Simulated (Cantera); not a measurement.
A diamond (100) surface in a fixed gas of H2 with x(CH4) = 0.0044, x(CH3) = 0.00015, at 1075 K, 1100 Pa; coverages are run to steady state.

Computed with Cantera and the Harris–Goodwin 1993 mechanism for the reconstructed diamond (100) surface.

θ: site fractions in the mechanism's names (c6HH fully hydrogenated, c6H* and c6*H radical sites, c6** diradical, c6HM methylated).

```json
[
 {"x(H)": "0.0001", "growth (µm/h)": "0.0279", "θ c6HH": "0.598", "θ c6H*": "0.0214", "θ c6*H": "0.361", "θ c6**": "0.00488", "θ c6HM": "0.00784"},
 {"x(H)": "0.00022", "growth (µm/h)": "0.0600", "θ c6HH": "0.561", "θ c6H*": "0.0233", "θ c6*H": "0.392", "θ c6**": "0.00814", "θ c6HM": "0.00908"},
 {"x(H)": "0.0005", "growth (µm/h)": "…", "θ c6HH": "0.541", "θ c6H*": "0.0242", "θ c6*H": "0.408", "θ c6**": "…", "θ c6HM": "0.00969"},
 {"x(H)": "0.0011", "growth (µm/h)": "0.232", "θ c6HH": "0.532", "θ c6H*": "0.0247", "θ c6*H": "0.415", "θ c6**": "0.0135", "θ c6HM": "0.00934"},
 {"x(H)": "0.0025", "growth (µm/h)": "…", "θ c6HH": "0.529", "θ c6H*": "0.0250", "θ c6*H": "0.420", "θ c6**": "0.0148", "θ c6HM": "…"},
 {"x(H)": "0.0056", "growth (µm/h)": "0.644", "θ c6HH": "0.528", "θ c6H*": "0.0251", "θ c6*H": "0.423", "θ c6**": "0.0154", "θ c6HM": "0.00567"},
 {"x(H)": "0.013", "growth (µm/h)": "0.874", "θ c6HH": "0.529", "θ c6H*": "0.0253", "θ c6*H": "0.425", "θ c6**": "0.0158", "θ c6HM": "0.00337"},
 {"x(H)": "0.028", "growth (µm/h)": "1.02", "θ c6HH": "0.530", "θ c6H*": "0.0254", "θ c6*H": "0.426", "θ c6**": "0.0160", "θ c6HM": "0.00185"},
 {"x(H)": "0.063", "growth (µm/h)": "1.12", "θ c6HH": "0.530", "θ c6H*": "0.0255", "θ c6*H": "0.427", "θ c6**": "0.0161", "θ c6HM": "0.000898"}
]
```

Question: Complete the blanks.

Answer: 
- 0.0005, growth (µm/h): 0.123
- 0.0005, θ c6**: 0.0113
- 0.0025, growth (µm/h): 0.414
- 0.0025, θ c6HM: 0.00787
